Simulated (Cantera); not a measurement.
Input: 1 mol SiC, 0.76 mol H2O, 130 mol H2, 0.028 mol O2, at 702 °C and 2.10 mbar.

Method: chemical equilibrium by Gibbs-energy minimisation in Cantera with the NASA 1993 tables (ideal gas, pure condensed phases). Candidate condensed phases: C, C6H6, C7H8, C8H18, H2O, Si, SiC, SiO2; 123 gas species. Equilibrium is a limit: real reactors are often held back by kinetics, nucleation or transport.

Base state: H2 1.000, CH4 0.000264, CO 2.33e-5 (mole fractions); condensed: C(graphite) + SiC(s) + SiO2(β-quartz).

Question: What changes in the equilibrium state with this change: temperature from 702 °C to 1677 °C?

Answer: 
```tsv
species	before	after
H2	1.000	0.966
H	2.50e-8	0.0246
CO	2.33e-5	0.00469
Si	<1e-9	0.00310
SiO	1.50e-9	0.00141
SiH	<1e-9	0.000107
Si2C	<1e-9	6.84e-5
SiH2	<1e-9	2.10e-5
C(graphite), mol	0.369	0
SiC(s), mol	0.594	0.359
SiO2(β-quartz), mol	0.406	0
```
Gases not in the tables: Si2H6 and higher silanes.
